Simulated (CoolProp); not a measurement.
Vapour-liquid equilibrium of acetone (1) + cyclohexane (2) at 1.49 MPa; x and y are mole fractions of (1).

Model: multi-fluid Helmholtz-energy mixture model, Lemmon 2006 and Zhou 2014; pair parameters Bell 2016, in CoolProp.

```csv
x,"bubble temperature, mixture model (°C)","bubble temperature, Raoult's law (°C)","y, mixture model","y, Raoult's law"
0.05,197.1,203.2,0.143,0.097
0.2,180.1,194.5,0.394,0.339
0.35,171.8,187.1,0.525,0.525
0.5,167.2,180.6,0.619,0.672
0.65,164.4,175.0,0.708,0.792
0.8,163.1,169.9,0.810,0.891
0.95,163.4,165.4,0.944,0.975
```

The largest gap from Raoult's law is -15.3 K in bubble temperature, at x = 0.35. y crosses x between x = 0.8 and 0.95: the model has an azeotrope there.

The pair parameters rest on a limited set of measurements; away from them the model extrapolates.
